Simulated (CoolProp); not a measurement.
Vapour-liquid equilibrium of R143a (1) + fluoroethane (R161) (2) at 315.1 K; x and y are mole fractions of (1).

Values from CoolProp's multi-fluid Helmholtz-energy mixture model, Lemmon and Jacobsen 2000 and Wu 2012; pair parameters Bell 2016.

Q: Give the bubble pressure and the first vapour's composition at x = 0.05, 0.2, 0.65. Is there an azeotrope?

A: x = 0.05: 1458 kPa, y = 0.063; x = 0.2: 1535 kPa, y = 0.238; x = 0.65: 1753 kPa, y = 0.690. No azeotrope shows between x = 0.05 and 0.95.

Pair parameters are fitted to limited data, so mixtures are less certain than the pure fluids.
